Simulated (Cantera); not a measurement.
A Cantera script and its output.

```python
import numpy as np
import cantera as ct

gas = ct.Solution("gri30.yaml")
gas.TPX = 1125, 100000, {'CH4': 1, 'C2H6': 0.044, 'O2': 1.66, 'N2': 6.23}
reactor = ct.IdealGasConstPressureReactor(gas, energy="on", clone=False)
net = ct.ReactorNet([reactor])
net.rtol, net.atol = 1e-08, 1e-16
show = ['CH4', 'C2H6', 'O2', 'CO', 'NO', 'H', 'N2O']
times = np.geomspace(1e-05, 0.5, 16)

steps = ct.SolutionArray(gas, extra=["t"])
rows = []
print(f"{'t/s':>10s}{'T/K':>9s}{'P/Pa':>11s}" + "".join(f"{s:>11s}" for s in show))
for t in times:
    while net.time < t:
        t_next = net.step()
        steps.append(gas.state, t=t_next)
    rows.append([np.interp(t, steps.t, y) for y in (steps.T, steps.P, *steps(*show).X.T)])
    print(f"{t:10.3e}{rows[-1][0]:9.1f}{rows[-1][1]:11.4g}" + "".join(f"{x:11.3e}" for x in rows[-1][2:]))
rate = np.gradient(steps.T, steps.t)
print("integrator steps:", len(steps.t))
if steps.T.max() > steps.T[0] + 200:
    print(f"time of steepest temperature rise: {steps.t[rate.argmax()]:.4e} s")
gas.TPX = 1125, 100000, {'CH4': 1, 'C2H6': 0.044, 'O2': 1.66, 'N2': 6.23}
gas.equilibrate("HP")
print(f"equilibrium (HP): T = {gas.T:.1f} K  " + "  ".join(f"{s} {gas[s].X[0]:.3e}" for s in show))
```

Output:

```
       t/s      T/K       P/Pa        CH4       C2H6         O2         CO         NO          H        N2O
 1.000e-05   1125.0      1e+05  1.119e-01  4.925e-03  1.858e-01  4.695e-16  2.193e-23  3.099e-12  4.071e-17
 2.057e-05   1125.0      1e+05  1.119e-01  4.925e-03  1.858e-01  4.143e-15  8.999e-23  5.101e-12  1.391e-16
 4.232e-05   1125.0      1e+05  1.119e-01  4.925e-03  1.858e-01  3.628e-14  3.716e-22  9.287e-12  5.281e-16
 8.706e-05   1125.0      1e+05  1.119e-01  4.925e-03  1.858e-01  3.210e-13  1.554e-21  1.811e-11  2.187e-15
 1.791e-04   1125.0      1e+05  1.119e-01  4.925e-03  1.858e-01  2.869e-12  6.555e-21  3.740e-11  9.783e-15
 3.684e-04   1125.0      1e+05  1.119e-01  4.925e-03  1.858e-01  2.610e-11  2.791e-20  8.368e-11  4.738e-14
 7.579e-04   1125.0      1e+05  1.119e-01  4.924e-03  1.858e-01  2.533e-10  1.238e-19  2.190e-10  2.500e-13
 1.559e-03   1125.0      1e+05  1.119e-01  4.923e-03  1.858e-01  2.899e-09  6.406e-19  7.488e-10  1.393e-12
 3.207e-03   1125.0      1e+05  1.119e-01  4.919e-03  1.858e-01  5.032e-08  5.500e-18  3.419e-09  7.547e-12
 6.598e-03   1125.3      1e+05  1.119e-01  4.900e-03  1.857e-01  1.207e-06  6.961e-17  1.010e-08  3.288e-11
 1.357e-02   1126.5      1e+05  1.116e-01  4.849e-03  1.855e-01  1.579e-05  4.257e-16  1.767e-08  1.080e-10
 2.792e-02   1132.4      1e+05  1.105e-01  4.675e-03  1.845e-01  2.075e-04  3.862e-15  6.125e-08  3.928e-10
 5.743e-02   2587.5      1e+05  5.664e-14  3.075e-27  1.494e-03  6.833e-02  1.951e-03  7.422e-03  1.020e-07
 1.182e-01   2587.0      1e+05  5.691e-14  3.101e-27  1.485e-03  6.835e-02  2.045e-03  7.413e-03  1.034e-07
 2.431e-01   2587.0      1e+05  5.691e-14  3.101e-27  1.485e-03  6.835e-02  2.045e-03  7.413e-03  1.034e-07
 5.000e-01   2587.0      1e+05  5.691e-14  3.101e-27  1.485e-03  6.835e-02  2.045e-03  7.413e-03  1.034e-07
integrator steps: 2367
time of steepest temperature rise: 4.4142e-02 s
equilibrium (HP): T = 2587.0 K  CH4 6.790e-14  C2H6 4.168e-27  O2 1.485e-03  CO 6.835e-02  NO 2.045e-03  H 7.413e-03  N2O 1.034e-07
```

Detailed kinetics in Cantera: GRI-Mech 3.0 (53 species, 325 reactions).
